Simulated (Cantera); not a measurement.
Feed: 1 mol C2H2, 0.49 mol O2, 9.7 mol H2, at 925 °C and 0.0270 bar.

Method: chemical equilibrium by Gibbs-energy minimisation in Cantera with the NASA 1993 tables (ideal gas, pure condensed phases). Candidate condensed phases: C, C6H6, C7H8, C8H18, H2O; 110 gas species. Equilibrium is a limit: real reactors are often held back by kinetics, nucleation or transport.

Base state: H2 0.916, CO 0.0839, CH4 0.000363, H2O 5.50e-5 (mole fractions); condensed: C(graphite).

Task: What changes in the equilibrium state with this change: O2 from 0.49 to 1.9 mol?

Result: 
| species | before | after |
|---|---|---|
| H2 | 0.916 | 0.718 |
| CO | 0.0839 | 0.140 |
| H2O | 5.50e-5 | 0.124 |
| CO2 | 3.68e-6 | 0.0177 |
| CH4 | 0.000363 | 1.29e-7 |
| C(graphite), mol | 1.02 | 0 |
